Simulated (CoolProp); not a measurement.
Computed with CoolProp (reference Helmholtz-energy equation of state, Lemmon 2006). It is a short technical equation, of lower accuracy than the large ones.

### Question
Give the vapour pressure (bar), liquid density (kg/m³), vapour density (kg/m³), enthalpy of vaporisation (kJ/kg) of saturated acetone at 423, 443.6 K.

### Answer
```json
[
 {"T (K)": "423", "p (bar)": "11.4", "liquid density (kg/m³)": "619", "vapour density (kg/m³)": "24.4", "enthalpy of vaporisation (kJ/kg)": "373"},
 {"T (K)": "443.6", "p (bar)": "16.8", "liquid density (kg/m³)": "582", "vapour density (kg/m³)": "37.4", "enthalpy of vaporisation (kJ/kg)": "333"}
]
```
